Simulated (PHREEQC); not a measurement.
A column of 0.1 m (40 cells, dispersivity 0.0035 m, 300 s a shift, diffusion coefficient 3e-10 m²/s) holds 0.043 eq of the database's cation exchanger X per kg of pore water, first in equilibrium with 0.0068 mol KBr, 0.049 mol CaCl2, 0.0022 mol LiCl and 1e-05 mol HCl per kg of water. It is flushed with 30 mmol/kgw CdCl2, 0.39 mmol/kgw SrCl2 and 0.01 mmol/kgw HCl, at 40 °C. Values are for the last cell. No CO2 enters from the air. Nothing may precipitate in this run.

Base run: PHREEQC, ion-association model, phreeqc.dat. Each further column changes one thing. The table gives Cd in solution (mol/kgw).

| pore volumes | base | exchange capacity from 0.043 to 0.021 eq/kgw | dispersivity from 0.0035 to 0.007 m |
|---|---|---|---|
| 0 | 0 | 0 | 0 |
| 0.6375 | 0.000707 | 0.00107 | [?] |
| 1.137 | 0.0101 | [?] | [?] |
| 1.762 | 0.0194 | 0.0241 | 0.0196 |
| 2.263 | 0.0238 | 0.0276 | 0.0233 |
| 2.888 | 0.0269 | 0.0293 | 0.0262 |
| 3.388 | 0.0282 | 0.0298 | 0.0276 |
| 4.013 | 0.0291 | [?] | 0.0286 |

Problem. Some entries are withheld; supply them.

Solution. 
- 0.6375, dispersivity from 0.0035 to 0.007 m: 0.00236
- 1.137, exchange capacity from 0.043 to 0.021 eq/kgw: 0.0142
- 1.137, dispersivity from 0.0035 to 0.007 m: 0.0120
- 4.013, exchange capacity from 0.043 to 0.021 eq/kgw: 0.0300

Away from 25 °C the constants follow the database's enthalpies or fits; those with neither stay at their 25 °C values.
